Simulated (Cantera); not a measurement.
Charge: 1 mol Ti, a varied amount of H2O, equilibrated at 13.3 mbar.

Equilibrium computed with Cantera from the NASA thermochemical tables; the gas is ideal and each condensed phase is pure. Candidate condensed phases: H2O, Ti, TiO, TiO2, Ti2O3, Ti3O5, Ti4O7; 12 gas species. Mutual solubility and eutectic melting of coexisting phases are not modelled. TiO: taken at fixed stoichiometry. Condensed phases not in the tables: Magnéli phases beyond Ti4O7, N, O or C dissolved in the metal. Equilibrium is a limit: real reactors are often held back by kinetics, nucleation or transport.

**Question.** What condenses at these points (T in K, n(H2O) in mol): (1998, 2.4); (1848, 1.3); (1748, 0.2); (1898, 2.4); (1748, 8.2); (1848, 0.37); (1948, 2.4); (1998, 1.3)?

**Answer.** 
```
T (K)  n(H2O) in mol  condensed phases  Ti condensed (%)
-----  -------------  ----------------  ----------------
1998             2.4             Ti4O7             100.0
1848             1.3       TiO + Ti2O3             100.0
1748             0.2          Ti + TiO             100.0
1898             2.4              TiO2             100.0
1748             8.2              TiO2             100.0
1848            0.37          Ti + TiO             100.0
1948             2.4      TiO2 + Ti4O7             100.0
1998             1.3       TiO + Ti2O3             100.0
```
